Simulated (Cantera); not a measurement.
Mixture: CH4 : C2H6 : O2 : N2 : H2O = 1 : 0.032 : 1.51 : 5.58 : 0.22 (molar parts), equivalence ratio 1.4, at 6.60 bar, adiabatic and at constant volume. Ignition delay is the time to a rise of 400 K.

Detailed kinetics in Cantera: GRI-Mech 3.0 (53 species, 325 reactions).

**Question.** Predict: delay at 1150 K; delay at 1225 K; delay at 1300 K; delay at 1375 K; delay at 1450 K; apparent activation energy between 1300 and 1450 K.

**Answer.** 
| Quantity | Value |
|---|---|
| delay at 1150 K | 6.54 ms |
| delay at 1225 K | 2.86 ms |
| delay at 1300 K | 1.28 ms |
| delay at 1375 K | 0.586 ms |
| delay at 1450 K | 0.272 ms |
| apparent activation energy between 1300 and 1450 K | 160 kJ/mol |
